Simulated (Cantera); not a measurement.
Adiabatic ignition

An adiabatic, constant-pressure homogeneous reactor starts with 15.2 % CH₄, 17.9 % O₂, 67.0 % N₂, equivalence ratio 1.7, at 1498 K and 39000 Pa.

Computed with Cantera and GRI-Mech 3.0 (53 species, 325 reactions).

```
t (s)     T (K)   x CH₄      x O₂    x CH₂O      x NO     x CH₃
--------  -----  ------  --------  --------  --------  --------
8.00e-6    1498   0.152     0.179   5.77e-9    <1e-12   7.23e-7
2.50e-5    1498   0.152     0.179   6.32e-8    <1e-12   2.43e-6
7.79e-5    1498   0.152     0.179   7.45e-7    <1e-12   8.94e-6
0.000243   1498   0.151     0.179   1.08e-5    <1e-12   4.03e-5
0.000758   1498   0.151     0.179  0.000165    <1e-12  0.000193
0.00237    1530   0.142     0.172   0.00239  1.04e-11  0.000906
0.00738    2595  <1e-12  0.000447   1.78e-9  0.000540    <1e-12
0.0230     2593  <1e-12  0.000434   1.79e-9   0.00101    <1e-12
0.0719     2592  <1e-12  0.000433   1.79e-9   0.00106    <1e-12
0.224      2592  <1e-12  0.000433   1.79e-9   0.00106    <1e-12
0.700      2592  <1e-12  0.000433   1.79e-9   0.00106    <1e-12
```
x: mole fraction; the columns are a selection and need not sum to one.

The time of steepest temperature rise comes out as 3.04 ms and the temperature at 0.700 s is 2592 K. The equilibrium temperature is 2592 K. The x(CH₄) at 0.700 s is <1e-12 (gas-phase equilibrium <1e-12) and the x(O₂) at 0.700 s comes out as 0.000433 (gas-phase equilibrium 0.000433). The x(CH₂O) at 0.700 s is 1.79e-9 (gas-phase equilibrium 1.79e-9).
